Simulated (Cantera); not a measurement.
**Hydrogen reduction and annealing atmospheres: SiO2 + H2 + H2O**

A closed system holds: 1 mol SiO2, 81 mol H2, 0.071 mol H2O, equilibrated at 2.00 bar.

Cantera equilibrium calculation (NASA polynomials, part measured and part estimated; ideal gas, pure solids and liquids). Candidate condensed phases: H2O, Si, SiO2; 18 gas species. The tables hold silica as quartz up to 1696 K and as liquid above; real silica turns to tridymite and cristobalite and melts near 1996 K. Gases not in the tables: Si(OH)4. Kinetics and transport are ignored.

```
T (K)   x H2     x H2O     x SiO       x H      x OH    x SiO2    x SiH2      x Si  n SiO2(β-quartz)  n SiO2(condensed)  n SiO2(l)
-----  -----  --------  --------  --------  --------  --------  --------  --------  ----------------  -----------------  ---------
1248   0.999  0.000876  1.46e-10   3.30e-7  2.96e-12    <1e-12    <1e-12    <1e-12              1.00                  0          0
1323   0.999  0.000876   2.88e-9   1.12e-6  1.42e-11    <1e-12    <1e-12    <1e-12              1.00                  0          0
1398   0.999  0.000876   4.10e-8   3.34e-6  5.78e-11    <1e-12    <1e-12    <1e-12             1.000                  0          0
1473   0.999  0.000876   4.41e-7   8.94e-6  2.04e-10    <1e-12  8.29e-12    <1e-12             1.000                  0          0
1548   0.999  0.000879   3.73e-6   2.18e-5  6.40e-10  4.64e-12  1.04e-10    <1e-12             1.000                  0          0
1623   0.999  0.000901   2.52e-5   4.88e-5   1.84e-9  3.87e-11  9.88e-10  1.20e-11             0.998                  0          0
1698   0.999   0.00101  0.000131  0.000102   5.29e-9  2.66e-10   6.39e-9  1.50e-10                 0              0.989          0
1773   0.998   0.00135  0.000475  0.000201   1.68e-8   1.51e-9   2.34e-8   1.01e-9                 0              0.961          0
1848   0.996   0.00214   0.00127  0.000374   5.92e-8   7.42e-9   5.19e-8   3.93e-9                 0              0.897          0
1923   0.993   0.00366   0.00279  0.000664   2.11e-7   3.20e-8   8.59e-8   1.09e-8                 0              0.773          0
1998   0.987   0.00632   0.00545   0.00113   7.18e-7   1.23e-7   1.22e-7   2.51e-8                 0                  0      0.555
2073   0.978    0.0107   0.00985   0.00184   2.29e-6   4.29e-7   1.60e-7   5.15e-8                 0                  0      0.193
2148   0.972    0.0130    0.0122   0.00291   5.01e-6   7.25e-7   1.98e-7   9.65e-8                 0                  0          0
```
x: gas mole fraction; n: condensed amount in mol.

From 1248 K to 1623 K the condensed part is SiO2(β-quartz). From 1698 K to 1923 K the condensed part is SiO2(condensed). From 1998 K to 2073 K the condensed part is SiO2(l). At 2148 K nothing is condensed.
